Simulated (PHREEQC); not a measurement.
Dissolve 0.0099 mol Cu(BF4)2 and 0.0058 mol NaNO3 per kg of water at 25 °C. Closed to the air; pH follows from the charge balance.

Equilibrium calculation in PHREEQC: ion-association model, phreeqc.dat.

The ionic strength comes out as 0.0366 mol/kgw. What activity coefficients do Cu+2, BF2(OH)2-, BF3OH-, Na+, H+ get?

Cu+2 0.52, BF2(OH)2- 0.84, BF3OH- 0.84, Na+ 0.84, H+ 0.87.

No solid was allowed to form. Species that the database lacks are ignored. Real BF4- forms and hydrolyses slowly; the run takes it at equilibrium.
